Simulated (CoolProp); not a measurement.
A single-stage vapour-compression cycle with R152A: evaporating at 234.15 K (dew point), condensing at 299.15 K (bubble point), superheat 0 K, subcooling 8 K, compressor efficiency 0.65, no pressure losses. Each further row changes one setting.

Computed with CoolProp (reference Helmholtz-energy equation of state, Outcalt 1996). It is a modified Benedict-Webb-Rubin equation, recast in Helmholtz form.

```tsv
case	cooling COP	pressure ratio	discharge temperature (K)	refrigerating effect (kJ/kg)	volumetric capacity (kJ/m³)
as stated	1.91	12.4	367.3	248	429
evaporating temperature 239.15 K	2.16	9.63	359.8	251	550
condensing temperature 294.15 K	2.12	10.6	359.1	256	444
subcooling 13 K	1.98	12.4	367.3	256	444
superheat 10 K	1.90	12.4	379.1	257	425
compressor efficiency 0.55	1.62	12.4	385.7	248	429
```
